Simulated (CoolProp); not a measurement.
Computed with CoolProp (reference Helmholtz-energy equation of state, Lemmon 2006). It is a short technical equation, of lower accuracy than the large ones.

Give the vapour pressure (MPa), liquid density (kg/m³), vapour Z of saturated CH3F (R41) at 249, 254.3, 265 K.


| T (K) | p (MPa) | liquid density (kg/m³) | vapour Z |
|---|---|---|---|
| 249 | 0.997 | 753 | 0.823 |
| 254.3 | 1.18 | 738 | 0.803 |
| 265 | 1.62 | 706 | 0.758 |
